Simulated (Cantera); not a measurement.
Mixture: H₂ : O₂ : N₂ : H₂O = 1 : 0.312 : 1.17 : 0.3 (molar parts), equivalence ratio 1.6, at 5.00 bar, adiabatic and at constant pressure. Ignition delay is the time to a rise of 400 K.

Cantera simulation using GRI-Mech 3.0 (53 species, 325 reactions); the numbers are that mechanism's predictions, not measurements. The hydrogen kinetics of GRI-Mech 3.0 are dated; newer H2 mechanisms differ, most at raised pressure. Where the delays flatten at high temperature, the 400 K rule measures the pace of heat release, not the induction time.

Question: What does this change do: N2 1.17 to 3 parts?

Answer: 
```tsv
quantity	before	after
delay at 1100 K	1.35 ms	1.62 ms
delay at 1250 K	31.1 µs	30.2 µs
delay at 1400 K	5.71 µs	9.55 µs
delay at 1550 K	3.01 µs	5.82 µs
delay at 1700 K	2.05 µs	4.58 µs
```

Question: What does this change do: pressure from 5.00 bar to 28.0 bar?

Answer: 
```csv
quantity,before,after
delay at 1100 K,1.35 ms,0.656 ms
delay at 1250 K,31.1 µs,63.9 µs
delay at 1400 K,5.71 µs,8.41 µs
delay at 1550 K,3.01 µs,1.31 µs
delay at 1700 K,2.05 µs,0.445 µs
```
The pressure lies above the range GRI-Mech 3.0 was tuned for (to about 10 atm).
